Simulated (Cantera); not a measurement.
Feed: 1 mol Si3N4, a varied amount of C, 0.014 mol H2, at 2325 K and 1330 Pa.

Cantera equilibrium calculation (NASA polynomials, part measured and part estimated; ideal gas, pure solids and liquids). Candidate condensed phases: C, C6H6, C7H8, C8H18, Si, SiC, Si3N4; 105 gas species. Mutual solubility and eutectic melting of coexisting phases are not modelled. The numbers say what is thermodynamically allowed, not how fast it happens.

### Question
Which condensed phases are stable at each of these points (n(C) (mol)): 0.0098, 0.015, 0.022, 0.032, 0.047, 0.07, 0.1, 0.16?

### Answer
```
n(C) (mol)  condensed phases  Si condensed (%)
----------  ----------------  ----------------
0.0098                 Si(l)              92.3
0.015                  Si(l)              92.0
0.022         Si(l) + SiC(s)              91.7
0.032         Si(l) + SiC(s)              91.7
0.047         Si(l) + SiC(s)              91.7
0.07          Si(l) + SiC(s)              91.7
0.1           Si(l) + SiC(s)              91.7
0.16          Si(l) + SiC(s)              91.7
```

From 0.0098 mol C to 0.015 mol C the condensed part is Si(l). From 0.022 mol C to 0.16 mol C the condensed part is Si(l) + SiC(s).
